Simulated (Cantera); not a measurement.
Standard-state values (1 bar) from the NASA 1993 polynomials, evaluated with Cantera. Values are per mole of reaction as written; species without (g) are pure solids or liquids, kept so even where they would boil at 1 bar.

3 Cl₂(g) + 2 BN → 2 BCl₃(g) + N₂(g)

| T (K) | ΔH° (kJ) | ΔS° (J/K) | ΔG° (kJ) | log10 K |
|---|---|---|---|---|
| 2548 | -324.2 | 64.0 | -487.3 | 9.99 |
| 2573 | [?] | [?] | [?] | [?] |
| 2598 | [?] | [?] | [?] | [?] |
| 2623 | [?] | [?] | [?] | [?] |
| 2648 | -325.9 | 63.4 | -493.7 | 9.74 |
| 2673 | [?] | [?] | [?] | [?] |
| 2698 | -326.8 | 63.0 | -496.8 | 9.62 |
| 2723 | -327.2 | 62.9 | -498.4 | 9.56 |
| 2748 | -327.6 | 62.7 | -500.0 | 9.50 |
| 2773 | -328.1 | 62.6 | -501.5 | 9.45 |
| 2798 | -328.5 | 62.4 | -503.1 | 9.39 |

### Question
Complete the blanks.

### Answer

- 2573, ΔH° (kJ): -324.7
- 2573, ΔS° (J/K): 63.8
- 2573, ΔG° (kJ): -488.9
- 2573, log10 K: 9.93
- 2598, ΔH° (kJ): -325.1
- 2598, ΔS° (J/K): 63.7
- 2598, ΔG° (kJ): -490.5
- 2598, log10 K: 9.86
- 2623, ΔH° (kJ): -325.5
- 2623, ΔS° (J/K): 63.5
- 2623, ΔG° (kJ): -492.1
- 2623, log10 K: 9.80
- 2673, ΔH° (kJ): -326.3
- 2673, ΔS° (J/K): 63.2
- 2673, ΔG° (kJ): -495.3
- 2673, log10 K: 9.68
